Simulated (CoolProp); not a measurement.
Vapour-liquid equilibrium of propylene (1) + R142b (2) at 234.5 K; x and y are mole fractions of (1).

Model: multi-fluid Helmholtz-energy mixture model, Lemmon 2013 and Lemmon 2006; pair parameters Bell 2016, in CoolProp.

**Question.** Give the bubble pressure and the first vapour's composition at x = 0.05, 0.55, 0.85. Is there an azeotrope?

**Answer.** x = 0.05: 33.48 kPa, y = 0.270; x = 0.55: 102.1 kPa, y = 0.873; x = 0.85: 133.5 kPa, y = 0.960. No azeotrope shows between x = 0.05 and 0.95.

The pair parameters rest on a limited set of measurements; away from them the model extrapolates.
